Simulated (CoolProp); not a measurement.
Vapour-liquid equilibrium of acetone (1) + ethanol (2) at 0.00329 MPa; x and y are mole fractions of (1).

Values from CoolProp's multi-fluid Helmholtz-energy mixture model, Lemmon 2006 and Schroeder 2014; pair parameters Bell 2016.

Problem. Give the bubble temperature and the first vapour's composition at x = 0.2, 0.35, 0.575. Is there an azeotrope?

Solution. x = 0.2: 267.5 K, y = 0.732; x = 0.35: 263.1 K, y = 0.830; x = 0.575: 259.7 K, y = 0.896. No azeotrope shows between x = 0.05 and 0.95.

The pair parameters rest on a limited set of measurements; away from them the model extrapolates.
